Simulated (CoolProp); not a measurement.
The fluid at 425.77 K and 0.0643 MPa flows at 3.1 m/s in a round tube of 4.6 mm bore and 0.25 µm roughness, fully developed (64/Re and Nu = 3.66 if laminar; Colebrook and Gnielinski if turbulent). The same conditions are run with several fluids, on thermodynamics alone (safety and materials aside).

Model: reference Helmholtz-energy equation of state of each fluid (n-nonane: Lemmon 2006; n-pentane: Thol 2019; CH2F2 (R32): Tillner-Roth 1997; propane: Lemmon 2009), in CoolProp.

Problem. Rank n-nonane, n-pentane, CH2F2 (R32), propane by Reynolds number, highest first.

Solution. n-nonane (4520), n-pentane (1950), propane (999), CH2F2 (R32) (716)

```json
[
 {"fluid": "n-nonane", "Darcy friction factor": "0.0386", "pressure drop (Pa/m)": "97.3", "heat-transfer coefficient (W/(m² K))": "71.5", "mass flow (kg/h)": "0.448"},
 {"fluid": "n-pentane", "Darcy friction factor": "0.0328", "pressure drop (Pa/m)": "45.3", "heat-transfer coefficient (W/(m² K))": "23.4", "mass flow (kg/h)": "0.245"},
 {"fluid": "CH2F2 (R32)", "Darcy friction factor": "0.0893", "pressure drop (Pa/m)": "88.4", "heat-transfer coefficient (W/(m² K))": "20.3", "mass flow (kg/h)": "0.176"},
 {"fluid": "propane", "Darcy friction factor": "0.0640", "pressure drop (Pa/m)": "53.8", "heat-transfer coefficient (W/(m² K))": "27.6", "mass flow (kg/h)": "0.149"}
]
```

Transport values come from each fluid's own correlations; those of n-pentane, CH2F2 (R32) are estimates that may be off by 10 % or more.
